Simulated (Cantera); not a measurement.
A perfectly stirred reactor is fed with CH4 : H2 = 1 : 18 (molar parts), at 33000 Pa; it is held at 1600 K, and followed from long to short residence time.

Computed with Cantera and GRI-Mech 3.0 (53 species, 325 reactions). GRI-Mech 3.0 stops at C3 and has no aromatics, soot or wall deposition, so with more carbon than oxygen in the feed, carbon stays in small species such as C2H2 where larger ones or solid carbon would form.

One state of this run: x CH4 = 0.0481; x H2 = 0.950; x C2H2 = 0.00199; x CH2 = 6.90e-9; x C2H6 = 5.39e-6; x CH3 = 8.62e-5. x: mole fraction; the columns are a selection and need not sum to one.

Problem. Which value of τ (s) does it belong to?
(A) 0.12
(B) 0.34
(C) 0.0047
(D) 0.0016

Solution. A, 0.12
